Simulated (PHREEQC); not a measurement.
0.91 g of hydrous ferric oxide (600 m²/g; 0.2 weak and 0.005 strong sites per Fe, Dzombak-Morel constants, diffuse double layer) in 1 kg of water with 0.001 mol/kgw of an inert sodium salt, at 25 °C; the pH is set by adding NaOH or the inert anion's acid. Oxygen alone is held at its pressure in air (log pO2 = -0.68). No CO2 enters from the air. Precipitation was switched off in this run.

Base run: PHREEQC, ion-association model, wateq4f.dat. Each further column changes one thing. The table gives surface charge σ (C/m²).

```csv
pH,base,background salt from 0.001 to 0.0001 mol/kgw,oxide from 0.91 to 4.5 g/kgw,0.0025 mol/kgw Na2SeO4 added
3,0.267,0.246,0.304,0.022
3.75,0.156,0.116,[?],[?]
4.5,0.084,0.047,0.105,0.020
4.88,0.059,0.029,0.072,0.019
5.62,0.029,0.011,[?],0.016
6.38,0.013,0.004,0.013,0.012
7.12,0.005,0.002,0.005,0.008
7.5,0.003,[?],0.003,0.005
8.25,-0.001,0.000,-0.001,-0.002
9,-0.004,-0.002,[?],-0.012
```

Complete the blanks.


- 3.75, oxide from 0.91 to 4.5 g/kgw: 0.198
- 3.75, 0.0025 mol/kgw Na2SeO4 added: 0.021
- 5.62, oxide from 0.91 to 4.5 g/kgw: 0.032
- 7.5, background salt from 0.001 to 0.0001 mol/kgw: 0.001
- 9, oxide from 0.91 to 4.5 g/kgw: -0.005

The oxide is taken as insoluble; below pH 4 it would dissolve.
